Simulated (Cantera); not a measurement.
A perfectly stirred reactor is fed with C₂H₆ : N₂ = 1 : 1.7 (molar parts), at 0.0133 bar; it is held at 1700 K, and followed from long to short residence time.

Computed with Cantera and GRI-Mech 3.0 (53 species, 325 reactions). GRI-Mech 3.0 stops at C3 and has no aromatics, soot or wall deposition, so with more carbon than oxygen in the feed, carbon stays in small species such as C2H2 where larger ones or solid carbon would form. Radical loss at walls, strong at low pressure, is not modelled.

Q: What does this change do: temperature 1700 to 1150 K?

A: 
```
quantity                  before     after
----------------------  --------  --------
x(C₂H₆) at τ = 4.30 s    2.27e-5    0.0230
x(C₂H₄) at τ = 4.30 s   0.000210     0.153
x(CH₃) at τ = 4.30 s    0.000774   4.37e-5
x(H) at τ = 4.30 s       0.00110   6.98e-6
x(C₂H) at τ = 4.30 s     3.13e-6  1.89e-10
x(C₂H₆) at τ = 71.0 ms   0.00116     0.312
x(C₂H₄) at τ = 71.0 ms   0.00599    0.0389
x(CH₃) at τ = 71.0 ms    0.00591  0.000124
x(H) at τ = 71.0 ms      0.00144   4.48e-6
x(C₂H) at τ = 71.0 ms    4.35e-6  8.22e-12
```

Q: What does this change do: temperature 1700 to 1948 K?

A: 
| quantity | before | after |
|---|---|---|
| x(C₂H₆) at τ = 4.30 s | 2.27e-5 | 2.67e-6 |
| x(C₂H₄) at τ = 4.30 s | 0.000210 | 2.87e-5 |
| x(CH₃) at τ = 4.30 s | 0.000774 | 0.000651 |
| x(H) at τ = 4.30 s | 0.00110 | 0.00478 |
| x(C₂H) at τ = 4.30 s | 3.13e-6 | 3.75e-5 |
| x(C₂H₆) at τ = 71.0 ms | 0.00116 | 0.000182 |
| x(C₂H₄) at τ = 71.0 ms | 0.00599 | 0.00112 |
| x(CH₃) at τ = 71.0 ms | 0.00591 | 0.00582 |
| x(H) at τ = 71.0 ms | 0.00144 | 0.00414 |
| x(C₂H) at τ = 71.0 ms | 4.35e-6 | 3.34e-5 |
